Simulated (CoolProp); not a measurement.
Vapour-liquid equilibrium of carbon dioxide (1) + R134a (2) at 234.5 K; x and y are mole fractions of (1).

Values from CoolProp's multi-fluid Helmholtz-energy mixture model, Span 1996 and Tillner-Roth 1994; pair parameters Bell 2016.

| x | bubble pressure, mixture model (MPa) | bubble pressure, Raoult's law (MPa) | y, mixture model | y, Raoult's law |
|---|---|---|---|---|
| 0.05 | 0.09502 | 0.1050 | … | 0.503 |
| 0.15 | 0.1870 | 0.2050 | 0.741 | 0.772 |
| 0.25 | 0.2890 | 0.3050 | 0.849 | 0.865 |
| 0.35 | … | 0.4051 | 0.901 | 0.912 |
| 0.45 | 0.4994 | 0.5051 | 0.932 | 0.940 |
| 0.55 | … | 0.6052 | 0.951 | 0.959 |
| 0.65 | 0.6997 | 0.7052 | 0.966 | 0.973 |
| 0.75 | 0.7969 | 0.8053 | … | 0.983 |
| 0.85 | 0.8957 | 0.9053 | … | 0.991 |
| 0.95 | 0.9999 | 1.005 | 0.996 | 0.997 |

Task: Some entries are withheld; supply them.

Result: 
- 0.05, y, mixture model: 0.442
- 0.35, bubble pressure, mixture model (MPa): 0.3946
- 0.55, bubble pressure, mixture model (MPa): 0.6012
- 0.75, y, mixture model: 0.977
- 0.85, y, mixture model: 0.987

The largest gap from Raoult's law is -9.5 % in bubble pressure, at x = 0.05. No azeotrope shows between x = 0.05 and 0.95.

The pair parameters rest on a limited set of measurements; away from them the model extrapolates.
